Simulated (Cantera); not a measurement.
## Pb + N₂ (iron carbonyl, mercury and lead vapours)

Feed: 1 mol Pb, 13 mol N₂, at 1173 K.

Method: chemical equilibrium by Gibbs-energy minimisation in Cantera with the NASA 1993 tables (ideal gas, pure condensed phases). Candidate condensed phases: Pb; 4 gas species. The numbers say what is thermodynamically allowed, not how fast it happens.

```csv
P (Pa),x N₂,x Pb,x Pb₂,n Pb(l)
10,0.929,0.0714,3.40e-8,0
42,0.929,0.0714,1.43e-7,0
180,0.929,0.0714,6.12e-7,0
750,0.944,0.0562,1.58e-6,0.225
3200,0.987,0.0132,3.70e-7,0.826
13000,0.997,0.00324,9.12e-8,0.958
56000,0.999,0.000753,2.12e-8,0.990
240000,1.000,0.000176,4.94e-9,0.998
1000000,1.000,4.22e-5,1.19e-9,0.999
```
x: gas mole fraction; n: condensed amount in mol.

From 0.000100 bar to 0.00180 bar nothing is condensed. From 0.00750 bar to 10.0 bar the condensed part is Pb(l). The main Pb-bearing gas is Pb throughout.
